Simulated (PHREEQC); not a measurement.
1.3 g of hydrous ferric oxide (600 m²/g; 0.2 weak and 0.005 strong sites per Fe, Dzombak-Morel constants, diffuse double layer) in 1 kg of water with 0.001 mol/kgw of an inert sodium salt and 0.00091 mol/kgw ZnSO4, at 25 °C; the pH is set by adding NaOH or the inert anion's acid. Oxygen alone is held at its pressure in air (log pO2 = -0.68). CO2 from the air is kept out. No solid was allowed to form.

All values are PHREEQC results (ion-association model, wateq4f.dat), not measurements.

```tsv
pH	S sorbed (%)	Zn sorbed (%)	surface charge σ (C/m²)	surface potential ψ (mV)
4	99.9	0.2	0.073	152
4.67	98.9	3.0	0.042	126
5.33	92.4	9.6	0.023	98
6	74.2	33.7	0.014	78
6.67	56.0	79.5	0.010	67
7.33	36.0	96.2	0.008	57
8	12.0	99.4	0.006	40
8.67	1.1	99.9	0.001	10
9.33	0.1	99.9	-0.004	-27
10	0.0	99.9	-0.011	-64
10.67	0.0	99.9	-0.025	-98
11.33	0.0	99.6	-0.054	-126
12	0.0	93.6	-0.114	-141
```

Along this series the solution becomes supersaturated in solids that the run did not let form, among them Zn(OH)2-e.
